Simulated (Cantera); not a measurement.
# Catalytic combustion on Pt

An isothermal plug-flow reactor at 1050 K and 1.00 bar (inlet), inlet velocity 4.7 m/s, active area per volume 120 1/m; feed 0.371 % CH₄, 1.98 % O₂, 97.7 % N₂, equivalence ratio 0.38.

Cantera simulation using Deutschmann's 1995 Pt surface mechanism with GRI-Mech 3.0 gas chemistry; the numbers are that mechanism's predictions, not measurements. Catalytic surfaces can have several steady states; this one follows from the mechanism file's or the stated starting coverage. Mass transfer to the wall is taken as infinitely fast.

```
z (m)      x CH₄    x O₂     x H₂O     x CO₂     x CO  θ free Pt   θ O*
-------  -------  ------  --------  --------  -------  ---------  -----
0.00014  0.00370  0.0198   7.29e-6   3.21e-6  4.37e-7      0.356  0.644
0.00031  0.00370  0.0198   1.61e-5   7.19e-6  8.85e-7      0.356  0.644
0.00066  0.00369  0.0197   3.43e-5   1.56e-5  1.58e-6      0.356  0.643
0.0014   0.00367  0.0197   7.27e-5   3.39e-5  2.41e-6      0.356  0.643
0.0031   0.00363  0.0196  0.000160   7.71e-5  2.95e-6      0.357  0.643
0.0066   0.00354  0.0194  0.000337  0.000166  2.99e-6      0.357  0.642
0.014    0.00336  0.0191  0.000700  0.000347  2.85e-6      0.358  0.641
```
x: gas mole fraction; θ: surface coverage.
